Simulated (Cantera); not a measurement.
Feed: 1 mol SiCl4, 6.1 mol H2, equilibrated at 1975 °C and 2000 Pa.

These are equilibrium values from Cantera (NASA tables, ideal gas, pure condensed phases), not measurements of a reactor. Candidate condensed phases: Si; 19 gas species. The tables' values for SiCl, SiCl3 are old estimates; treat these amounts as uncertain. Gases not in the tables: Si2H6 and higher silanes. Equilibrium is a limit: real reactors are often held back by kinetics, nucleation or transport.

Task: What is the equilibrium state?

Result: 
```json
{
 "x(H2)": "0.572",
 "x(HCl)": "0.258",
 "x(SiCl2)": "0.0970",
 "x(H)": "0.0393",
 "x(Si)": "0.0132",
 "x(Cl)": "0.0128",
 "x(SiCl)": "0.00652",
 "x(SiH)": "0.000570",
 "x(SiCl3)": "0.000496",
 "gas_amount": "8.461 mol",
 "log10 activity of Si(l) (absent)": "-0.34"
}
```
